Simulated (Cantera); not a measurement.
Feed: 1 mol SiC, 0.16 mol H2O, 18 mol N2, at 1973.15 K and 3.50e-5 bar.

Equilibrium computed with Cantera from the NASA thermochemical tables; the gas is ideal and each condensed phase is pure. The tables' values for SiN are old estimates; treat these amounts as uncertain. The numbers say what is thermodynamically allowed, not how fast it happens.

| species | before | after |
|---|---|---|
| N2 | 0.930 | 0.912 |
| Si | 0.0448 | 0.0448 |
| H | 0.0111 | 0.0178 |
| CO | 0.00820 | 0.0154 |
| H2 | 0.00237 | 0.00609 |
| SiO | 7.17e-5 | 0.000135 |
| SiH | 9.33e-6 | 1.49e-5 |
| HCN | 0.000622 | 0.000987 |
| HNC | 3.37e-5 | 5.34e-5 |
| CN | 6.45e-5 | 6.39e-5 |
| C(graphite), mol | 0.687 | 0.288 |
| SiC(s), mol | 0.0557 | 0.496 |
Gas species are given as mole fractions.

### Question
What was changed between the two runs?
A) H2O from 0.16 to 4.2 mol
B) temperature from 1973.15 K to 1100 K
C) H2O from 0.16 to 0.74 mol
D) N2 from 18 to 9.4 mol

### Answer
D, N2 from 18 to 9.4 mol
